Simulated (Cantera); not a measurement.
A closed system holds: 1 mol SiHCl3, 27 mol N2, 0.3 mol H2, at 898 K and 7.50 Torr.

Equilibrium computed with Cantera from the NASA thermochemical tables; the gas is ideal and each condensed phase is pure. Candidate condensed phases: NH4Cl, Si, Si3N4; 28 gas species. N2 is the only nitrogen source here; it is nearly inert below about 1500 K, so the nitride shown seldom forms there in practice. Rates play no part.

Base state: N2 0.934, HCl 0.0452, SiCl4 0.0150, H2 0.00547 (mole fractions); condensed: Si3N4(s).

Question: What changes in the equilibrium state with this change: temperature from 898 K to 1800 K?

Answer: 
| species | before | after |
|---|---|---|
| N2 | 0.934 | 0.921 |
| SiCl2 | 2.45e-8 | 0.0334 |
| HCl | 0.0452 | 0.0328 |
| SiCl4 | 0.0150 | 1.39e-5 |
| H2 | 0.00547 | 0.0107 |
| Cl | <1e-9 | 0.000871 |
| H | <1e-9 | 0.000370 |
| SiCl | <1e-9 | 9.35e-5 |
| Si | <1e-9 | 3.40e-5 |
| Si3N4(s), mol | 0.191 | 0 |
The tables' values for SiCl3, SiCl are old estimates; treat these amounts as uncertain.

Question: What changes in the equilibrium state with this change: N2 from 27 to 0.41 mol?

Answer: 
| species | before | after |
|---|---|---|
| HCl | 0.0452 | 0.400 |
| SiCl4 | 0.0150 | 0.304 |
| H2 | 0.00547 | 0.231 |
| N2 | 0.934 | 0.0647 |
| SiHCl3 | 5.06e-6 | 0.000490 |
| SiCl3 | 2.75e-6 | 4.10e-5 |
| Si3N4(s), mol | 0.191 | 0.145 |
The tables' values for SiCl3 are old estimates; treat these amounts as uncertain.
